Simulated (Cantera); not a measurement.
A closed system holds: 1 mol Si3N4, 0.022 mol CO2, 12 mol N2, held at 2073.15 K and 2.00 mbar.

Method: chemical equilibrium by Gibbs-energy minimisation in Cantera with the NASA 1993 tables (ideal gas, pure condensed phases). Candidate condensed phases: C, Si, SiC, SiO2, Si2N2O, Si3N4; 34 gas species. The tables' values for SiN are old estimates; treat these amounts as uncertain. Rates play no part.

Base state: N2 0.944, Si 0.0499, SiO 0.00241, Si2C 0.000920, Si2 0.000613, Si2N 0.000587, CO 0.000557, SiN 0.000477 (mole fractions); condensed: Si(l).

Q: What changes in the equilibrium state with this change: CO2 from 0.022 to 0.12 mol?

A: 
```csv
species,before,after
N2,0.944,0.930
Si,0.0499,0.0499
SiO,0.00241,0.0109
CO,0.000557,0.00504
SiC2,3.62e-6,1.45e-5
Si2C,0.000920,0.00184
"Si(l), mol",2.15,1.96
"SiC(s), mol",0,0.0160
```
Mutual solubility and eutectic melting of coexisting phases are not modelled.
